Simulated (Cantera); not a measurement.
Feed: 1 mol Si(CH3)4, 0.036 mol HCl, 1.9 mol H2, 0.0085 mol C2H4, held at 1300 K and 1.00 Torr.

Cantera equilibrium calculation (NASA polynomials, part measured and part estimated; ideal gas, pure solids and liquids). Candidate condensed phases: C, C6H6, C7H8, C8H18, Si, SiC; 109 gas species. Rates play no part.

What is the equilibrium state?


```json
{
 "x(H2)": "0.995",
 "x(HCl)": "0.00453",
 "x(H)": "3.02e-5",
 "x(CH4)": "1.04e-5",
 "n(C(graphite))": "3.02 mol",
 "n(SiC(s))": "1.000 mol",
 "gas_amount": "7.953 mol",
 "log10 activity of Si(s) (absent)": "-2.53"
}
```
